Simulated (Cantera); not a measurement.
Pyrogenic steam for wet oxidation

An isothermal, constant-pressure homogeneous reactor starts with H2 : O2 : N2 = 1.5 : 1 : 8.3 (molar parts), equivalence ratio 0.75, at 1173 K and 0.987 atm.

Detailed kinetics in Cantera: the H2/O2 subset of GRI-Mech 3.0, which has no nitrogen chemistry. The temperature is held fixed by assumption; the heat of reaction is taken as removed at once.

```csv
t (s),x H2,x O2,x H2O,x HO2,x OH,x O
0.000200,0.00503,0.0271,0.142,2.72e-5,0.00102,0.000794
0.000479,0.000913,0.0252,0.148,1.60e-5,0.000248,8.39e-5
0.00115,0.000223,0.0249,0.149,6.86e-6,9.39e-5,1.37e-5
0.00275,4.97e-5,0.0249,0.149,2.02e-6,4.51e-5,2.70e-6
0.00660,8.19e-6,0.0249,0.149,4.13e-7,2.41e-5,6.36e-7
0.0158,1.02e-6,0.0249,0.149,7.69e-8,1.36e-5,1.87e-7
0.0379,1.74e-7,0.0249,0.149,2.08e-8,8.07e-6,6.51e-8
0.0909,5.55e-8,0.0249,0.149,7.95e-9,5.01e-6,2.52e-8
0.218,2.23e-8,0.0249,0.149,3.84e-9,3.22e-6,1.04e-8
0.522,1.08e-8,0.0249,0.149,2.61e-9,2.16e-6,4.71e-9
1.25,7.39e-9,0.0249,0.149,2.42e-9,1.62e-6,2.67e-9
3.00,6.84e-9,0.0249,0.149,2.43e-9,1.48e-6,2.24e-9
```
x: mole fraction; the columns are a selection and need not sum to one.

Equilibrium at this temperature and pressure: H2 6.82e-9, O2 0.0249, H2O 0.149, HO2 2.43e-9, OH 1.48e-6, O 2.22e-9 (gas phase only).
